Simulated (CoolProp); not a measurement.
Model: reference Helmholtz-energy equation of state, McLinden 2015, in CoolProp.

### Question
For the fluoroketone C6F12O (FK-5-1-12), give the phase and the cp (kJ/(kg K)) at 420 K and 0.101 MPa; 460 K and 0.101 MPa.

### Answer
- 420 K and 0.101 MPa: gas; cp 0.985
- 460 K and 0.101 MPa: gas; cp 1.03
